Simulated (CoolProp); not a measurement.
Vapour-liquid equilibrium of isobutene (1) + acetone (2) at 371.7 K; x and y are mole fractions of (1).

Computed with CoolProp (multi-fluid Helmholtz-energy mixture model, Lemmon 2005 and Lemmon 2006; pair parameters Bell 2016).

```json
[
 {"x": "0.05", "bubble pressure, mixture model (MPa)": "0.4880", "bubble pressure, Raoult's law (MPa)": "0.4297", "y, mixture model": "[?]", "y, Raoult's law": "0.207"},
 {"x": "0.125", "bubble pressure, mixture model (MPa)": "0.6675", "bubble pressure, Raoult's law (MPa)": "0.5364", "y, mixture model": "0.485", "y, Raoult's law": "0.415"},
 {"x": "0.2", "bubble pressure, mixture model (MPa)": "0.8264", "bubble pressure, Raoult's law (MPa)": "0.6430", "y, mixture model": "0.599", "y, Raoult's law": "0.554"},
 {"x": "0.275", "bubble pressure, mixture model (MPa)": "0.9644", "bubble pressure, Raoult's law (MPa)": "0.7497", "y, mixture model": "0.670", "y, Raoult's law": "0.653"},
 {"x": "0.35", "bubble pressure, mixture model (MPa)": "[?]", "bubble pressure, Raoult's law (MPa)": "0.8563", "y, mixture model": "[?]", "y, Raoult's law": "0.728"},
 {"x": "0.425", "bubble pressure, mixture model (MPa)": "[?]", "bubble pressure, Raoult's law (MPa)": "0.9630", "y, mixture model": "[?]", "y, Raoult's law": "0.786"},
 {"x": "0.5", "bubble pressure, mixture model (MPa)": "1.276", "bubble pressure, Raoult's law (MPa)": "1.070", "y, mixture model": "0.787", "y, Raoult's law": "0.832"},
 {"x": "0.575", "bubble pressure, mixture model (MPa)": "[?]", "bubble pressure, Raoult's law (MPa)": "1.176", "y, mixture model": "0.814", "y, Raoult's law": "0.870"},
 {"x": "0.65", "bubble pressure, mixture model (MPa)": "1.435", "bubble pressure, Raoult's law (MPa)": "1.283", "y, mixture model": "0.840", "y, Raoult's law": "0.902"},
 {"x": "0.725", "bubble pressure, mixture model (MPa)": "1.510", "bubble pressure, Raoult's law (MPa)": "1.390", "y, mixture model": "0.866", "y, Raoult's law": "0.929"},
 {"x": "0.8", "bubble pressure, mixture model (MPa)": "1.584", "bubble pressure, Raoult's law (MPa)": "1.496", "y, mixture model": "[?]", "y, Raoult's law": "0.952"},
 {"x": "0.875", "bubble pressure, mixture model (MPa)": "1.659", "bubble pressure, Raoult's law (MPa)": "1.603", "y, mixture model": "0.929", "y, Raoult's law": "0.972"},
 {"x": "0.95", "bubble pressure, mixture model (MPa)": "1.733", "bubble pressure, Raoult's law (MPa)": "1.709", "y, mixture model": "0.969", "y, Raoult's law": "0.990"}
]
```

Task: Some entries are withheld; supply them.

Result: 
- 0.05, y, mixture model: 0.274
- 0.35, bubble pressure, mixture model (MPa): 1.083
- 0.35, y, mixture model: 0.719
- 0.425, bubble pressure, mixture model (MPa): 1.186
- 0.425, y, mixture model: 0.756
- 0.575, bubble pressure, mixture model (MPa): 1.358
- 0.8, y, mixture model: 0.895

The largest gap from Raoult's law is +28.6 % in bubble pressure, at x = 0.275. No azeotrope shows between x = 0.05 and 0.95.

Pair parameters are fitted to limited data, so mixtures are less certain than the pure fluids.
